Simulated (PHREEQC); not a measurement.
A solution holds 0.031 mol NaH2PO4 and 7.3e-05 mol K2HPO4 per kg of water, at 15 °C. Closed to the air; pH follows from the charge balance.

The numbers come from PHREEQC with the ion-association model, wateq4f.dat.

Question: The ionic strength comes out as 0.0313 mol/kgw. What activity coefficients do K+, NaHPO4-, H2PO4-, Na+, HPO4-2 get?

Answer: K+ 0.85, NaHPO4- 0.86, H2PO4- 0.86, Na+ 0.85, HPO4-2 0.53.

This is a speciation only: nothing precipitates in the calculation. H3PO4, which wateq4f.dat lacks, is added to it with the constant of phreeqc.dat.
